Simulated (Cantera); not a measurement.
Input: 1 mol BF₃, 3.5 mol H₂O, held at 0.133 bar.

Cantera equilibrium calculation (NASA polynomials, part measured and part estimated; ideal gas, pure solids and liquids). Candidate condensed phases: B, B₂O₃, B₃O₃H₃, H₂O; 43 gas species. Gases not in the tables: H₃BO₃. The numbers say what is thermodynamically allowed, not how fast it happens.

Q: Which condensed phases are stable at each of these points (T (K)): 1075, 1175, 1275, 1375, 1475, 1575, 1675, 1775, 1875, 1975, 2075, 2175, 2275?

A: 
```
T (K)  condensed phases  B condensed (%)
-----  ----------------  ---------------
1075            B₂O₃(l)             26.4
1175            B₂O₃(l)             35.2
1275            B₂O₃(l)             39.7
1375            B₂O₃(l)             34.5
1475            B₂O₃(l)              8.2
1575           gas only              0.0
1675           gas only              0.0
1775           gas only              0.0
1875           gas only              0.0
1975           gas only              0.0
2075           gas only              0.0
2175           gas only              0.0
2275           gas only              0.0
```

From 1075 K to 1475 K the condensed part is B₂O₃(l). From 1575 K to 2275 K nothing is condensed.
